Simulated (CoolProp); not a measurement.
Vapour-liquid equilibrium of R245fa (1) + n-pentane (2) at 0.305 MPa; x and y are mole fractions of (1).

Values from CoolProp's multi-fluid Helmholtz-energy mixture model, Akasaka 2015 and Thol 2019; pair parameters Bell 2016.

```tsv
x	bubble temperature (°C)	y at the bubble point	dew temperature at overall composition x (°C)	liquid density (mol/L)
0.05	60.2	0.305	70.8	8.102
0.2	45.9	0.582	64.8	8.369
0.35	42.7	0.643	58.0	8.509
0.5	41.8	0.667	50.4	8.666
0.65	41.4	0.693	42.4	8.879
0.8	41.5	0.748	42.2	9.153
0.95	44.0	0.898	45.1	9.453
```

y crosses x between x = 0.65 and 0.8: the model has an azeotrope there.

Pair parameters are fitted to limited data, so mixtures are less certain than the pure fluids. With so large a gap from Raoult's law the liquid may split in two, which this calculation doesn't test in full.
